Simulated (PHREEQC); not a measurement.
TMAH is added in steps, without added water, to 1 kg of water holding 50 mmol/kgw ZnSO4, 1.2 mmol/kgw NaCl and 0.35 mmol/kgw NiCl2, at 25 °C. Oxygen is held at 0.21 atm. No CO2 enters from the air. Solids allowed: Zn(OH)2-e, Zn4(OH)6SO4, Zn5(OH)8Cl2, Ni(OH)2, Ni4(OH)6SO4, Halite, Mirabilite, Goslarite, Morenosite. Others were left out.

Base run: PHREEQC, ion-association model, wateq4f.dat. Each further column changes one thing. The table gives pH.

| TMAH added (mol) | base | Debye-Hückel limiting law | Davies equation for every ion | metal-ligand complexes left out | all activity coefficients set to 1 |
|---|---|---|---|---|---|
| 0 | 5.58 | 5.68 | 5.61 | 5.56 | 5.55 |
| 0.011 | 6.45 | 6.62 | 6.47 | 6.27 | 6.38 |
| 0.0165 | 6.48 | 6.64 | 6.49 | 6.30 | 6.42 |
| 0.0275 | 6.55 | 6.69 | 6.56 | 6.35 | 6.52 |
| 0.0385 | 6.63 | 6.76 | 6.64 | 6.42 | 6.63 |
| 0.044 | 6.68 | 6.80 | 6.69 | 6.47 | 6.70 |
| 0.055 | 6.82 | 6.92 | 6.83 | 6.59 | 6.87 |
| 0.066 | 7.06 | 7.14 | 7.07 | 6.81 | 7.14 |
| 0.0715 | 7.34 | 7.42 | 7.35 | 7.08 | 7.44 |
| 0.0825 | 7.88 | 7.75 | 7.88 | 7.88 | 8.11 |
| 0.0935 | 7.89 | 7.75 | 7.90 | 7.89 | 8.13 |
| 0.099 | 7.90 | 7.80 | 7.91 | 7.90 | 8.15 |
| 0.11 | 11.83 | 11.76 | 11.85 | 11.83 | 11.97 |

(CH3)4N+ isn't in the database: it is added as a free cation with an ion size of 4 Å. The database's Ni(OH)2 is the aged solid; a fresh precipitate is more soluble.
